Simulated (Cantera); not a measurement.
A freely propagating, adiabatic, planar premixed flame of H₂ : O₂ : N₂ = 1 : 0.746 : 2.81 (molar parts), unburnt at 498 K and 81000 Pa; mixture-averaged transport, grid criteria slope 0.08 and curve 0.16, no radiation.

Detailed kinetics in Cantera: the H2/O2 subset of GRI-Mech 3.0, which has no nitrogen chemistry. Burning velocities carry a grid error of a few per cent, more on coarse grids. Lean hydrogen flames are cellular in practice and burn faster than this planar one.

Q: Predict: laminar burning velocity; thermal thickness; peak x(H); peak x(H₂O₂); peak x(HO₂).

A: 
* **laminar burning velocity**: 334 cm/s
* **thermal thickness**: 0.529 mm
* **peak x(H)**: 0.0253
* **peak x(H₂O₂)**: 3.18e-5
* **peak x(HO₂)**: 0.000312
